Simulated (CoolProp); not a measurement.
Properties of R142b along the isotherm 431.8 K.

Model: reference Helmholtz-energy equation of state, Lemmon 2006, in CoolProp. It is a short technical equation, of lower accuracy than the large ones.

```tsv
p (kPa)	phase	speed of sound (m/s)	Prandtl number
1690	gas	175.5	0.770
3380	gas	148.4	0.926
5070	supercritical	117.3	1.98
6760	supercritical	168.4	2.65
8450	supercritical	228.6	2.43
10100	supercritical	270.8	2.39
11800	supercritical	305.6	2.39
13500	supercritical	335.0	2.41
15200	supercritical	360.8	2.43
16900	supercritical	384.0	2.45
18600	supercritical	405.1	2.47
20300	supercritical	424.7	2.49
```

Viscosity comes from a separate model (Huber 2003), an estimate that may be off by 10 % or more. Thermal conductivity comes from a separate model (Huber 2003), an estimate that may be off by 10 % or more.
